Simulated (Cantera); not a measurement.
# NO annealing gas

An isothermal, constant-pressure homogeneous reactor starts with 62.9 % NO, 35.8 % N2, 1.26 % H2O, at 1550 K and 101000 Pa.

Model: GRI-Mech 3.0 (53 species, 325 reactions), integrated in Cantera.

```json
[
 {"t (s)": "0.000500", "x NO": "0.629", "x O": "5.01e-8", "x NO2": "3.24e-6", "x O2": "3.42e-9", "x N2": "0.358", "x N2O": "3.39e-6"},
 {"t (s)": "0.00149", "x NO": "0.629", "x O": "6.10e-8", "x NO2": "1.03e-5", "x O2": "2.69e-8", "x N2": "0.358", "x N2O": "9.83e-6"},
 {"t (s)": "0.00442", "x NO": "0.629", "x O": "9.69e-8", "x NO2": "3.39e-5", "x O2": "3.21e-7", "x N2": "0.359", "x N2O": "2.71e-5"},
 {"t (s)": "0.0131", "x NO": "0.629", "x O": "1.95e-7", "x NO2": "0.000105", "x O2": "4.78e-6", "x N2": "0.359", "x N2O": "6.52e-5"},
 {"t (s)": "0.0390", "x NO": "0.628", "x O": "3.98e-7", "x NO2": "0.000273", "x O2": "7.27e-5", "x N2": "0.359", "x N2O": "0.000114"},
 {"t (s)": "0.116", "x NO": "0.627", "x O": "5.17e-7", "x NO2": "0.000377", "x O2": "0.000541", "x N2": "0.359", "x N2O": "0.000129"},
 {"t (s)": "0.345", "x NO": "0.624", "x O": "6.09e-7", "x NO2": "0.000450", "x O2": "0.00207", "x N2": "0.361", "x N2O": "0.000128"},
 {"t (s)": "1.02", "x NO": "0.615", "x O": "8.12e-7", "x NO2": "0.000606", "x O2": "0.00655", "x N2": "0.365", "x N2O": "0.000124"},
 {"t (s)": "3.05", "x NO": "0.589", "x O": "1.20e-6", "x NO2": "0.000882", "x O2": "0.0192", "x N2": "0.378", "x N2O": "0.000113"},
 {"t (s)": "9.05", "x NO": "0.523", "x O": "1.85e-6", "x NO2": "0.00123", "x O2": "0.0517", "x N2": "0.411", "x N2O": "8.91e-5"},
 {"t (s)": "26.9", "x NO": "0.393", "x O": "2.72e-6", "x NO2": "0.00137", "x O2": "0.117", "x N2": "0.476", "x N2O": "4.97e-5"},
 {"t (s)": "80.0", "x NO": "0.223", "x O": "3.54e-6", "x NO2": "0.00102", "x O2": "0.202", "x N2": "0.561", "x N2O": "1.59e-5"}
]
```
x: mole fraction; the columns are a selection and need not sum to one.

Equilibrium at this temperature and pressure: NO 0.00176, O 4.38e-6, NO2 9.96e-6, O2 0.314, N2 0.672, N2O 9.88e-8 (gas phase only).
